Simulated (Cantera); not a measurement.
An isothermal, constant-pressure homogeneous reactor starts with CH4 : H2 = 1 : 15 (molar parts), at 1473 K and 0.0148 atm.

Computed with Cantera and GRI-Mech 3.0 (53 species, 325 reactions). GRI-Mech 3.0 stops at C3 and has no aromatics, soot or wall deposition, so with more carbon than oxygen in the feed, carbon stays in small species such as C2H2 where larger ones or solid carbon would form. Radical loss at walls, strong at low pressure, is not modelled.

Problem. Predict: x(CH4) at 20.0 s; x(H2) at 20.0 s; x(C2H2) at 20.0 s; x(C2H) at 20.0 s; x(H) at 20.0 s.

Solution. 
| Quantity | Value |
|---|---|
| x(CH4) at 20.0 s | 0.0449 (gas-phase equilibrium 0.00273) |
| x(H2) at 20.0 s | 0.947 (gas-phase equilibrium 0.969) |
| x(C2H2) at 20.0 s | 0.00817 (gas-phase equilibrium 0.0280) |
| x(C2H) at 20.0 s | 1.05e-9 (gas-phase equilibrium 4.69e-9) |
| x(H) at 20.0 s | 7.69e-5 (gas-phase equilibrium 0.000102) |
